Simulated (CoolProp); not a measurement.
Properties of hydrogen chloride along the isotherm 230.6 K (Tc = 324.7 K, pc = 83.14 bar, ω = 0.130).

Model: reference Helmholtz-energy equation of state, Thol 2018, in CoolProp.

```csv
p (bar),phase,density (kg/m³),Joule-Thomson coefficient (K/MPa),isothermal compressibility (1/MPa)
16,liquid,1074,-0.1965,0.002124
32,liquid,1077,-0.2046,0.002054
48,liquid,1081,-0.2121,0.001989
64,liquid,1084,-0.2192,0.001929
79.9,liquid,1087,-0.2258,0.001873
95.9,liquid,1091,-0.2321,0.001820
112,liquid,1094,-0.2381,0.001770
128,liquid,1097,-0.2438,0.001724
144,liquid,1100,-0.2491,0.001680
160,liquid,1103,-0.2542,0.001639
176,liquid,1106,-0.2591,0.001600
192,liquid,1108,-0.2637,0.001563
208,liquid,1111,-0.2682,0.001528
```
